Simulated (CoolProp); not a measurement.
Carbonyl sulfide along the isotherm 346.85 °C: fugacity coefficient from the reference equation and from simpler models built on Tc = 105.6 °C, pc = 63.69 bar, ω = 0.098; each cubic takes its own stable root.

Computed with CoolProp (reference Helmholtz-energy equation of state, Lemmon 2006). It is a short technical equation, of lower accuracy than the large ones.

```csv
p (bar),phase,reference
50,gas,0.9531
100,supercritical,0.9113
150,supercritical,0.8748
200,supercritical,0.8440
250,supercritical,0.8192
300,supercritical,0.8001
350,supercritical,0.7864
400,supercritical,0.7776
450,supercritical,0.7729
500,supercritical,0.7720
```

### Question
How far does each simpler model (Redlich-Kwong, Soave-Redlich-Kwong) lie from the reference over these 10 states: mean and median of the absolute difference, and the worst?

### Answer
- Redlich-Kwong: mean 2.0 %, median 2.3 %, worst -2.4 % at 346.85 °C and 350 bar
- Soave-Redlich-Kwong: mean 4.7 %, median 4.9 %, worst +8.6 % at 346.85 °C and 500 bar
